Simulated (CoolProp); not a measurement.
A closed Brayton cycle with carbon dioxide: compressor inlet 319.15 K and 8.3 MPa, high pressure 17.4 MPa, turbine inlet 780 K, compressor efficiency 0.8, turbine efficiency 0.85, recuperator effectiveness 0.9 (on enthalpy, no pinch check). Each further row changes one setting.

Computed with CoolProp (reference Helmholtz-energy equation of state, Span 1996).

```
case                           thermal efficiency (%)  net work (kJ/kg)  compressor to turbine work  compressor exit (K)  turbine exit (K)
-----------------------------  ----------------------  ----------------  --------------------------  -------------------  ----------------
as stated                                        27.3              53.5                        0.39                377.2             698.3
turbine inlet 730 K                               ___              47.1                        0.42                377.2               ___
compressor inlet 329.15 K                         ___               ___                         ___                393.8             698.3
high pressure 14.8 MPa                           25.4               ___                         ___                364.2               ___
recuperator effectiveness 0.5                    15.5              53.5                        0.39                377.2             698.3
```

**Question.** Complete the blanks.

**Answer.** 
- turbine inlet 730 K, thermal efficiency (%): 25.6
- turbine inlet 730 K, turbine exit (K): 651.2
- compressor inlet 329.15 K, thermal efficiency (%): 26.1
- compressor inlet 329.15 K, net work (kJ/kg): 47.4
- compressor inlet 329.15 K, compressor to turbine work: 0.46
- high pressure 14.8 MPa, net work (kJ/kg): 43.7
- high pressure 14.8 MPa, compressor to turbine work: 0.37
- high pressure 14.8 MPa, turbine exit (K): 715.9
